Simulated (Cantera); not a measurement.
Charge: 1 mol Si₂H₆, 1.2 mol N₂O, 0.37 mol H₂, 0.12 mol H₂O, held at 0.585 Torr.

These are equilibrium values from Cantera (NASA tables, ideal gas, pure condensed phases), not measurements of a reactor. Candidate condensed phases: H₂O, Si, SiO₂, Si₂N₂O, Si₃N₄; 35 gas species. The feed counts by its element totals alone. Mutual solubility and eutectic melting of coexisting phases are not modelled. The tables hold silica as quartz up to 1696 K and as liquid above; real silica turns to tridymite and cristobalite and melts near 1996 K. Kinetics and transport are ignored.

**Question.** At 1448 K, list the 4 most abundant gas species with their mole fractions, and the condensed phases.

**Answer.** H₂ 0.899, N₂ 0.0845, SiO 0.0166, H 0.000313. Condensed: SiO₂(β-quartz) + Si₂N₂O(s).
